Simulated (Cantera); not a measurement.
A closed system holds: 1 mol C₃H₆, 0.014 mol O₂, 3.8 mol N₂, held at 800 °C.

Equilibrium computed with Cantera from the NASA thermochemical tables; the gas is ideal and each condensed phase is pure. Candidate condensed phases: C, C₆H₆, C₇H₈, C₈H₁₈, H₂O; 136 gas species. Rates play no part.

Task: At 1.90 bar, list the 4 most abundant gas species with their mole fractions, and the condensed phases.

Result: N₂ 0.565, H₂ 0.415, CH₄ 0.0151, CO 0.00377. Condensed: C(graphite).
